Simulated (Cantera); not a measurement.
Feed: 1 mol Fe₃O₄, 180 mol H₂, held at 8.25 Torr.

These are equilibrium values from Cantera (NASA tables, ideal gas, pure condensed phases), not measurements of a reactor. Candidate condensed phases: Fe, FeO, Fe(OH)₂, Fe(OH)₃, Fe₂O₃, Fe₃O₄, H₂O; 12 gas species. Equilibrium is a limit: real reactors are often held back by kinetics, nucleation or transport.

Question: Which condensed phases are stable at each of these points (T (K)): 748, 823, 898, 973, 1048, 1123, 1198, 1273, 1348, 1423, 1498?

Answer: 
```tsv
T (K)	condensed phases	Fe condensed (%)
748	Fe(α)	100.0
823	Fe(α)	100.0
898	Fe(α)	100.0
973	Fe(α)	100.0
1048	Fe(α)	100.0
1123	Fe(α)	100.0
1198	Fe(γ)	100.0
1273	Fe(γ)	100.0
1348	Fe(γ)	100.0
1423	Fe(γ)	100.0
1498	Fe(γ)	99.9
```

From 748 K to 1123 K the condensed part is Fe(α). From 1198 K to 1498 K the condensed part is Fe(γ).
